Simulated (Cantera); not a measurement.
Cantera run:

```python
import numpy as np
import cantera as ct

gas_names = """
    NO SO3 NO2 SO2
""".split()
cond_names = """
    MgO(s) MgO(L) MgS(s) S(cr1) S(cr2) S(L)
""".split()


# ... load() reads the species with a 1 bar reference pressure and builds the phases ...
species = {s.name: s for s in load("nasa_gas.yaml", gas_names) + load("nasa_condensed.yaml", cond_names)}
# Each term lists the table entries of one substance; the one whose range holds T is used.
reactions = {
    '4 NO(g) + SO3(g) + MgO = MgS + 4 NO2(g)':
        [(-4, ['NO']), (-1, ['SO3']), (-1, ['MgO(s)', 'MgO(L)']), (1, ['MgS(s)']), (4, ['NO2'])],
    '2 MgO + 3 S = 2 MgS + SO2(g)':
        [(-2, ['MgO(s)', 'MgO(L)']), (-3, ['S(cr1)', 'S(cr2)', 'S(L)']), (2, ['MgS(s)']), (1, ['SO2'])],
}


def pick(names, T):
    return next(species[n] for n in names if species[n].thermo.min_temp <= T <= species[n].thermo.max_temp)


results = []
for label, terms in reactions.items():
    print(label)
    print("     T/K   dH/kJ  dS/(J/K)   dG/kJ   log10 K")
    for T in [300, 523, 623, 723, 823, 923, 1023]:
        used = [(nu, pick(names, T)) for nu, names in terms]
        dH = sum(nu * s.thermo.h(T) for nu, s in used) / 1e6
        dS = sum(nu * s.thermo.s(T) for nu, s in used) / 1e3
        dG = dH - T * dS / 1e3
        logK = -dG * 1e6 / (ct.gas_constant * T * np.log(10))
        results.append((label, T, dH, dS, dG, logK, [s.name for _, s in used]))
        print(f"{T:8g} {dH:8.1f} {dS:8.1f} {dG:8.1f} {logK:8.2f}")
```

It prints:

```
4 NO(g) + SO3(g) + MgO = MgS + 4 NO2(g)
     T/K   dH/kJ  dS/(J/K)   dG/kJ   log10 K
     300    422.9   -115.8    457.7   -79.69
     523    420.7   -121.5    484.3   -48.36
     623    420.2   -122.4    496.5   -41.62
     723    420.0   -122.8    508.7   -36.75
     823    419.8   -122.9    521.0   -33.07
     923    419.8   -123.0    533.3   -30.18
    1023    419.8   -122.9    545.6   -27.86
2 MgO + 3 S = 2 MgS + SO2(g)
     T/K   dH/kJ  dS/(J/K)   dG/kJ   log10 K
     300    214.2    198.7    154.6   -26.91
     523    197.9    159.4    114.5   -11.44
     623    192.0    149.1     99.1    -8.31
     723    187.9    143.0     84.6    -6.11
     823    184.3    138.2     70.5    -4.47
     923    179.8    133.1     56.9    -3.22
    1023    175.4    128.6     43.9    -2.24
```

Source: NASA polynomial tables (part measured, part estimated), evaluated in Cantera. Condensed species are held in their standard states even where they would react or evaporate.
